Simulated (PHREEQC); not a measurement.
Phosphoric acid bath (model solution)

Make-up at 25 °C: 17 mmol/kgw NaH2PO4, 3.6 mmol/kgw NaOH and 16 mmol/kgw H3AsO4. Closed to the air; pH follows from the charge balance.

Equilibrium calculation in PHREEQC: ion-association model, wateq4f.dat.

Each row changes one thing in this solution. No solid was allowed to form.

```csv
case,pH,ionic strength (mol/kgw),H2PO4- (mol/kgw),H2AsO4- (mol/kgw),H3AsO4 (mol/kgw),H3PO4 (mol/kgw)
as made,2.57,0.0236,0.0127,0.0110,0.00504,0.00432
NaOH from 0.0036 to 0.00036 mol/kgw,2.44,0.0215,0.0116,0.00984,0.00616,0.00539
diluted 2-fold with water,2.69,0.0126,0.00670,0.00587,0.00213,0.00180
temperature from 25 to 45 °C,2.63,0.0233,0.0124,0.0108,0.00516,0.00459
NaH2PO4 from 0.017 to 0.0187 mol/kgw,2.59,0.0252,0.0141,0.0111,0.00488,0.00460
H3AsO4 replaced by Na2HAsO4 at the same molality,7.05,0.0714,0.00705,0.00635,8.85e-8,7.32e-8
diluted 100-fold with water,3.94,0.000324,0.000167,0.000156,3.53e-6,2.79e-6
```

Species that the database lacks are ignored. H3PO4, which wateq4f.dat lacks, is added to it with the constant of phreeqc.dat. Constants without temperature data keep their 25 °C values here.
